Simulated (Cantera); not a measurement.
Input: 1 mol N2O, 0.33 mol H2O, a varied amount of H2, held at 1527 °C and 195000 Torr.

Method: chemical equilibrium by Gibbs-energy minimisation in Cantera with the NASA 1993 tables (ideal gas, pure condensed phases). Candidate condensed phases: H2O; 24 gas species. The ideal-gas law is rough above about 30 bar. The numbers say what is thermodynamically allowed, not how fast it happens.

Q: At 0.84 mol H2, list the 4 most abundant gas species with their mole fractions, and the condensed phases.

A: H2O 0.520, N2 0.444, O2 0.0348, NO 0.00127. Condensed: gas only.
